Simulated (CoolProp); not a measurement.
Vapour-liquid equilibrium of R152A (1) + n-butane (2) at 0.0477 MPa; x and y are mole fractions of (1).

The numbers come from the multi-fluid Helmholtz-energy mixture model, Outcalt 1996 and Bücker 2006; pair parameters Bell 2016 in CoolProp.

```json
[
 {"x": "0.05", "bubble temperature, mixture model (K)": "243.6", "bubble temperature, Raoult's law (K)": "252.6", "y, mixture model": "0.416", "y, Raoult's law": "0.123"},
 {"x": "0.2", "bubble temperature, mixture model (K)": "233.6", "bubble temperature, Raoult's law (K)": "248.0", "y, mixture model": "0.682", "y, Raoult's law": "0.403"},
 {"x": "0.35", "bubble temperature, mixture model (K)": "231.8", "bubble temperature, Raoult's law (K)": "244.2", "y, mixture model": "0.724", "y, Raoult's law": "0.595"},
 {"x": "0.5", "bubble temperature, mixture model (K)": "231.5", "bubble temperature, Raoult's law (K)": "241.1", "y, mixture model": "0.733", "y, Raoult's law": "0.733"},
 {"x": "0.65", "bubble temperature, mixture model (K)": "231.4", "bubble temperature, Raoult's law (K)": "238.4", "y, mixture model": "0.743", "y, Raoult's law": "0.837"},
 {"x": "0.8", "bubble temperature, mixture model (K)": "231.3", "bubble temperature, Raoult's law (K)": "236.1", "y, mixture model": "0.779", "y, Raoult's law": "0.918"},
 {"x": "0.95", "bubble temperature, mixture model (K)": "232.3", "bubble temperature, Raoult's law (K)": "234.0", "y, mixture model": "0.904", "y, Raoult's law": "0.982"}
]
```

The largest gap from Raoult's law is -14.4 K in bubble temperature, at x = 0.2. y crosses x between x = 0.65 and 0.8: the model has an azeotrope there.

Pair parameters are fitted to limited data, so mixtures are less certain than the pure fluids. With so large a gap from Raoult's law the liquid may split in two, which this calculation doesn't test in full.
